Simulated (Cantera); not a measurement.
A closed system holds: 1 mol HF, 0.11 mol SO₂, held at 2623.15 K and 1.00 Torr.

Cantera equilibrium calculation (NASA polynomials, part measured and part estimated; ideal gas, pure solids and liquids). Candidate condensed phases: H₂O, H₂SO₄, S; 43 gas species. Rates play no part.

Base state: HF 0.719, O 0.0738, F 0.0568, H 0.0479, SO 0.0416, S 0.0287, SO₂ 0.0144, O₂ 0.0109 (mole fractions); condensed: gas only.

Q: What changes in the equilibrium state with this change: temperature from 2623.15 K to 1448 K?

A: 
```tsv
species	before	after
HF	0.719	0.901
SO₂	0.0144	0.0990
SO	0.0416	7.23e-5
O	0.0738	2.95e-7
S	0.0287	3.13e-8
H	0.0479	5.34e-8
F	0.0568	2.00e-5
O₂	0.0109	3.05e-5
SH	0.000124	<1e-9
S₂	0.000214	2.75e-9
H₂	0.00172	4.48e-8
OH	0.00411	2.79e-7
SF	2.50e-5	4.82e-9
```
